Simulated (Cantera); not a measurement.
A closed system holds: 1 mol CuO, 17 mol HF, 0.54 mol H₂, held at 0.00470 bar.

Equilibrium computed with Cantera from the NASA thermochemical tables; the gas is ideal and each condensed phase is pure. Candidate condensed phases: Cu, CuF₂, CuO, Cu(OH)₂, Cu₂O, H₂O; 27 gas species. Equilibrium is a limit: real reactors are often held back by kinetics, nucleation or transport.

### Question
At 1723 K, list the 4 most abundant gas species with their mole fractions, and the condensed phases.

### Answer
HF 0.893, H₂O 0.0483, CuF 0.0385, Cu 0.0162. Condensed: gas only.
